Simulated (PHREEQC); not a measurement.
HCl is added in steps, without added water, to 1 kg of water holding 0.006 mol/kgw NaOH, 0.0011 mol/kgw CO2 and 0.0076 mol/kgw K2CO3, at 25 °C. Oxygen alone is held at its pressure in air (log pO2 = -0.68). CO2 from the air is kept out. Precipitation was switched off in this run.

Base run: PHREEQC, ion-association model, wateq4f.dat. Each further column changes one thing. The table gives CO3-2 (mol/kgw).

```
HCl added (mol)      base  database phreeqc.dat  metal-ligand complexes left out  database pitzer.dat  Debye-Hückel limiting law
---------------  --------  --------------------  -------------------------------  -------------------  -------------------------
0                 0.00795               0.00794                          0.00838              0.00838                          …
0.0023            0.00768               0.00767                          0.00809              0.00809                          …
0.004025          0.00711               0.00710                          0.00749              0.00750                          …
0.006325          0.00554               0.00553                          0.00585              0.00585                          …
0.008625          0.00355               0.00354                                …              0.00376                    0.00358
0.01035           0.00198               0.00198                          0.00210              0.00210                    0.00200
0.01265           4.83e-5               4.83e-5                          4.92e-5              5.15e-5                    5.13e-5
0.01438           3.39e-6               3.39e-6                          3.41e-6              3.62e-6                    3.66e-6
0.01667           6.72e-7               6.72e-7                          6.75e-7              7.15e-7                    7.25e-7
0.01897           1.05e-7               1.05e-7                                …              1.12e-7                    1.13e-7
0.0207            4.34e-9               4.34e-9                          4.36e-9              4.61e-9                    4.70e-9
0.023            1.26e-13              1.26e-13                         1.26e-13             1.38e-13                   1.62e-13
```

Question: Some entries are withheld; supply them.

Answer: 
- 0, Debye-Hückel limiting law: 0.00804
- 0.0023, Debye-Hückel limiting law: 0.00778
- 0.004025, Debye-Hückel limiting law: 0.00722
- 0.006325, Debye-Hückel limiting law: 0.00561
- 0.008625, metal-ligand complexes left out: 0.00375
- 0.01897, metal-ligand complexes left out: 1.06e-7

 pitzer.dat has no redox and few complexes: it carries them in its interaction parameters. phreeqc.dat and wateq4f.dat share most of their constants, so their agreement is no independent check.
